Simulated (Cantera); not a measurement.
Feed: 1 mol PbO, 1.2 mol O2, 0.49 mol H2, equilibrated at 498.15 K and 30.0 Pa.

Method: chemical equilibrium by Gibbs-energy minimisation in Cantera with the NASA 1993 tables (ideal gas, pure condensed phases). Candidate condensed phases: H2O, Pb, PbO, PbO2, Pb3O4; 12 gas species. Rates play no part.

What is the equilibrium state?


```
Item                                     Value
-----------------------------------  ---------
x(O2)                                    0.661
x(H2O)                                   0.339
n(PbO(red))                           1.00 mol
gas amount                           1.445 mol
log10 activity of Pb3O4(s) (absent)      -0.16
log10 activity of PbO2(s) (absent)       -1.14
log10 activity of Pb(s) (absent)        -15.91
```
